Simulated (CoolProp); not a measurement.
Vapour pressure (MPa) of propane: the reference equation beside estimates from Tc = 369.9 K, pc = 4.251 MPa, ω = 0.152. Clausius-Clapeyron is anchored at 294.7 K with a constant enthalpy of vaporisation of 15.07 kJ/mol.

The numbers come from the reference Helmholtz-energy equation of state, Lemmon 2009 in CoolProp.

```
T (K)  reference  Lee-Kesler  Clausius-Clapeyron  van der Waals  Redlich-Kwong  Peng-Robinson
-----  ---------  ----------  ------------------  -------------  -------------  -------------
274.1     0.4884      0.4900              0.5487          1.133         0.5906         0.4872
278.2     0.5519      0.5540              0.6049          1.217         0.6626         0.5507
282.3     0.6214      0.6239              0.6649          1.306         0.7406         0.6202
286.4     0.6972      0.7001              0.7289          1.399         0.8249         0.6960
290.5     0.7795      0.7828              0.7970          1.496         0.9155         0.7786
294.7     0.8711      0.8747              0.8711          1.599          1.015         0.8704
298.8     0.9679      0.9717              0.9478          1.704          1.120         0.9676
302.9      1.072       1.076               1.029          1.814          1.231          1.073
307        1.185       1.189               1.115          1.928          1.350          1.186
311.1      1.306       1.310               1.205          2.046          1.477          1.308
315.2      1.435       1.439               1.299          2.169          1.611          1.438
319.3      1.574       1.578               1.399          2.296          1.754          1.578
323.5      1.726       1.730               1.506          2.431          1.908          1.732
```

Absolute difference from the reference over all 13 rows, mean and median: Lee-Kesler 0.3 and 0.4 %, Clausius-Clapeyron 6.8 and 7.0 %, van der Waals 80.1 and 76.1 %, Redlich-Kwong 15.7 and 15.7 %, Peng-Robinson 0.2 and 0.2 %.
